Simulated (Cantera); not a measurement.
An isothermal plug-flow reactor at 825 K and 0.580 bar (inlet), inlet velocity 0.78 m/s, active area per volume 120 1/m; feed 0.854 % H₂, 9.22 % O₂, 89.9 % N₂, equivalence ratio 0.046.

Detailed kinetics in Cantera: Deutschmann's 1995 Pt surface mechanism with GRI-Mech 3.0 gas chemistry. Catalytic surfaces can have several steady states; this one follows from the mechanism file's or the stated starting coverage. Mass transfer to the wall is taken as infinitely fast.

Question: Predict: x(H₂) at z = 0.0058 m; x(O₂) at z = 0.0058 m; x(H₂O) at z = 0.0058 m; θ(free Pt) at the exit; θ(O*) at the exit; θ(OH*) at the exit.

Answer: 
```json
{
  "x(H₂) at z = 0.0058 m": "0.000530",
  "x(O₂) at z = 0.0058 m": "0.0886",
  "x(H₂O) at z = 0.0058 m": "0.00804",
  "θ(free Pt) at the exit": "0.0681",
  "θ(O*) at the exit": "0.930",
  "θ(OH*) at the exit": "0.00164"
}
```
